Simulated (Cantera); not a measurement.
Cantera run, input and output.

```python
import numpy as np
import cantera as ct

gas = ct.Solution("gri30.yaml")


def delay(T, t_max=10):
    gas.TPX = T, 100000, {'H2': 1, 'O2': 0.685, 'N2': 2.58, 'NO': 0.018}
    reactor = ct.IdealGasConstPressureReactor(gas, clone=False)
    net = ct.ReactorNet([reactor])
    net.rtol, net.atol = 1e-8, 1e-16
    while net.time < t_max:
        t_old, T_old = net.time, reactor.T
        net.step()
        if reactor.T > T + 400:  # ignition: a rise of 400 K
            return t_old + (T + 400 - T_old) / (reactor.T - T_old) * (net.time - t_old)
    return np.nan


taus = []
for T in [1098, 1173, 1248, 1323, 1398, 1473, 1548, 1623, 1698]:
    taus.append(delay(T))
    print(f"T0 = {T:6g} K   tau = {taus[-1]:.4e} s")
```

It prints:

```
T0 =   1098 K   tau = 8.3885e-05 s
T0 =   1173 K   tau = 5.3833e-05 s
T0 =   1248 K   tau = 3.8006e-05 s
T0 =   1323 K   tau = 2.9052e-05 s
T0 =   1398 K   tau = 2.3813e-05 s
T0 =   1473 K   tau = 2.0774e-05 s
T0 =   1548 K   tau = 1.9144e-05 s
T0 =   1623 K   tau = 1.8484e-05 s
T0 =   1698 K   tau = 1.8535e-05 s
```

Cantera simulation using GRI-Mech 3.0 (53 species, 325 reactions); the numbers are that mechanism's predictions, not measurements. The mechanism lacks 2 NO + O2 → 2 NO2 and HONO, so NO2 and the effect of NO are under-described below about 1400 K. Where the delays flatten at high temperature, the 400 K rule measures the pace of heat release, not the induction time.
